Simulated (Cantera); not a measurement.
Feed: 1 mol Fe3O4, 2 mol CH4, 1.6 mol CO, at 0.203 Torr.

Equilibrium computed with Cantera from the NASA thermochemical tables; the gas is ideal and each condensed phase is pure. Candidate condensed phases: C, C6H6, C7H8, C8H18, Fe, Fe(CO)5, FeO, Fe(OH)2, Fe(OH)3, Fe2O3, Fe3O4, H2O; 114 gas species. Mutual solubility and eutectic melting of coexisting phases are not modelled. The tables' stoichiometric FeO is somewhat more stable than real wüstite, so its field is too wide. FeO: taken at fixed stoichiometry. The numbers say what is thermodynamically allowed, not how fast it happens. All values below are at 1152 °C.

Base state: CO 0.405, H2 0.379, H2O 0.147, CO2 0.0688, H 0.000256, Fe 0.000103 (mole fractions); condensed: Fe(γ) + FeO(s).

Problem. What changes in the equilibrium state with this change: CH4 from 2 to 3 mol?

Solution. 
```
species        before     after
-----------  --------  --------
H2              0.379     0.497
CO              0.405     0.409
H2O             0.147    0.0692
CO2            0.0688    0.0251
Fe           0.000103  0.000103
H            0.000256  0.000293
Fe(γ), mol       2.64      3.00
FeO(s), mol     0.363         0
```
